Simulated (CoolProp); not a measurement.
A simple Rankine cycle with isobutane: condensing at 308.15 K, boiler at 1.2 MPa, turbine inlet 352.6 K, turbine efficiency 0.75, pump efficiency 0.6, no recuperator. Each further row changes one setting.

Model: reference Helmholtz-energy equation of state, Bücker 2006, in CoolProp.

| case | thermal efficiency (%) | net work (kJ/kg) | heat in (kJ/kg) | turbine exit temperature (K) | volume ratio over the turbine |
|---|---|---|---|---|---|
| as stated | [?] | 26.6 | 376 | 325.2 | 2.75 |
| turbine inlet 372.6 K | 7.0 | 29.6 | 422 | 347.0 | 2.68 |
| condensing temperature 300.15 K | 8.4 | 33.2 | 396 | [?] | 3.45 |
| boiler pressure 0.84 MPa | 4.6 | 18.1 | 391 | 337.1 | 1.84 |
| turbine efficiency 0.65 | [?] | 22.7 | 376 | 327.2 | [?] |

Problem. Some entries are withheld; supply them.

Solution. 
- as stated, thermal efficiency (%): 7.1
- condensing temperature 300.15 K, turbine exit temperature (K): 319.8
- turbine efficiency 0.65, thermal efficiency (%): 6.0
- turbine efficiency 0.65, volume ratio over the turbine: 2.78
